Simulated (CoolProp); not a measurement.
Computed with CoolProp (reference Helmholtz-energy equation of state, Thol 2017).

Task: For decamethyltetrasiloxane (MD2M), give the phase and the Z, cv (kJ/(kg K)), speed of sound (m/s), isothermal compressibility (1/MPa) at 326.85 °C and 2.21 bar.

Result: 
- 326.85 °C and 2.21 bar: gas; Z 0.936, cv 2.01, speed of sound 119, isothermal compressibility 4.85
